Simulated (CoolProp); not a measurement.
Properties of carbonyl sulfide along the isobar 0.101 MPa.

Computed with CoolProp (reference Helmholtz-energy equation of state, Lemmon 2006). It is a short technical equation, of lower accuracy than the large ones.

```json
[
 {"T (K)": "197.5", "phase": "liquid", "cp (kJ/(kg K))": "1.164", "cv (kJ/(kg K))": "0.7183", "speed of sound (m/s)": "1154", "fugacity coefficient": "0.2566"},
 {"T (K)": "213.6", "phase": "liquid", "cp (kJ/(kg K))": "1.173", "cv (kJ/(kg K))": "0.7093", "speed of sound (m/s)": "1078", "fugacity coefficient": "0.6233"},
 {"T (K)": "229.6", "phase": "gas", "cp (kJ/(kg K))": "0.6542", "cv (kJ/(kg K))": "0.4987", "speed of sound (m/s)": "198.9", "fugacity coefficient": "0.9750"},
 {"T (K)": "245.6", "phase": "gas", "cp (kJ/(kg K))": "0.6634", "cv (kJ/(kg K))": "0.5119", "speed of sound (m/s)": "205.5", "fugacity coefficient": "0.9799"},
 {"T (K)": "261.6", "phase": "gas", "cp (kJ/(kg K))": "0.6743", "cv (kJ/(kg K))": "0.5256", "speed of sound (m/s)": "211.9", "fugacity coefficient": "0.9835"},
 {"T (K)": "277.6", "phase": "gas", "cp (kJ/(kg K))": "0.6859", "cv (kJ/(kg K))": "0.5392", "speed of sound (m/s)": "218.0", "fugacity coefficient": "0.9863"},
 {"T (K)": "293.6", "phase": "gas", "cp (kJ/(kg K))": "0.6977", "cv (kJ/(kg K))": "0.5524", "speed of sound (m/s)": "223.9", "fugacity coefficient": "0.9885"},
 {"T (K)": "309.6", "phase": "gas", "cp (kJ/(kg K))": "0.7093", "cv (kJ/(kg K))": "0.5651", "speed of sound (m/s)": "229.6", "fugacity coefficient": "0.9902"},
 {"T (K)": "325.7", "phase": "gas", "cp (kJ/(kg K))": "0.7206", "cv (kJ/(kg K))": "0.5773", "speed of sound (m/s)": "235.2", "fugacity coefficient": "0.9916"},
 {"T (K)": "341.7", "phase": "gas", "cp (kJ/(kg K))": "0.7314", "cv (kJ/(kg K))": "0.5888", "speed of sound (m/s)": "240.6", "fugacity coefficient": "0.9927"}
]
```
